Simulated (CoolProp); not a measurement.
Vapour-liquid equilibrium of benzene (1) + octamethylcyclotetrasiloxane (D4) (2) at 8.33 bar; x and y are mole fractions of (1).

Computed with CoolProp (multi-fluid Helmholtz-energy mixture model, Thol 2012 and Thol 2015; pair parameters Bell 2016).

Give the bubble temperature and the first vapour's composition at x = 0.05, 0.65, 0.95. Is there an azeotrope?

x = 0.05: 276.0 °C, y = 0.103; x = 0.65: 196.2 °C, y = 0.909; x = 0.95: 171.5 °C, y = 0.994. No azeotrope shows between x = 0.05 and 0.95.

The pair parameters rest on a limited set of measurements; away from them the model extrapolates.
